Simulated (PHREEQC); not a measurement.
A made-up water analysis in mg/L, 45 °C, pH 2.38, pe 11.6:

| constituent | mg/L |
|---|---|
| Na | 243 |
| K | 233 |
| Ca | 446 |
| Mg | 26.3 |
| Cl | 61.4 |
| S(6) as SO4 | 2340 |
| Fe(3) | 0.468 |
| Zn | 5.98 |

Cl is adjusted to close the charge balance.
Valence states are taken as typed.

The numbers come from PHREEQC with the ion-association model, phreeqc.dat.

This is a speciation only: nothing precipitates in the calculation.

Problem. Order these Ca species by the share of Ca that they hold, largest first: CaHSO4+, Ca+2, CaSO4.

Solution. Ca+2 (64 %), CaSO4 (35 %), CaHSO4+ (1.7 %)

The pH is 2.38 and the ionic strength 0.0584 mol/kgw. The solution is supersaturated, for example in Hematite (slow to form), Goethite (slow to form), so a real one may precipitate; this is no full list. Species that the database lacks are ignored. At this temperature some constants are extrapolated from 25 °C, and those without enthalpy data are left unchanged.
